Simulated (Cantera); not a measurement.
Input: 1 mol MgO, 44 mol Cl₂, a varied amount of H₂, equilibrated at 1150 K and 428 Torr.

These are equilibrium values from Cantera (NASA tables, ideal gas, pure condensed phases), not measurements of a reactor. Candidate condensed phases: H₂O, Mg, MgCl₂, MgO, Mg(OH)₂; 22 gas species. Rates play no part.

Q: What share of the Mg ends up in condensed phases as a function of n(H₂) (mol), at 2.3, 3.2, 4.6, 6.4, 9.1, 13, 18?

A: 
```csv
n(H₂) (mol),Mg condensed (%),as
2.3,69.6,MgCl₂(l)
3.2,69.0,MgCl₂(l)
4.6,68.0,MgCl₂(l)
6.4,66.8,MgCl₂(l)
9.1,65.1,MgCl₂(l)
13,62.5,MgCl₂(l)
18,59.3,MgCl₂(l)
```
